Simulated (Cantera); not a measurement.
Charge: 1 mol SiC, 0.042 mol CO2, 2.1 mol N2, 1.4 mol H2O, at 413 Torr.

Cantera equilibrium calculation (NASA polynomials, part measured and part estimated; ideal gas, pure solids and liquids). Candidate condensed phases: C, C6H6, C7H8, C8H18, H2O, Si, SiC, SiO2, Si2N2O, Si3N4; 151 gas species. Equilibrium is a limit: real reactors are often held back by kinetics, nucleation or transport.

Question: At 1673 K, list the 5 most abundant gas species with their mole fractions, and the condensed phases.

Answer: N2 0.401, H2 0.351, CO 0.247, HCN 0.00118, SiO 0.000145. Condensed: C(graphite) + Si2N2O(s).
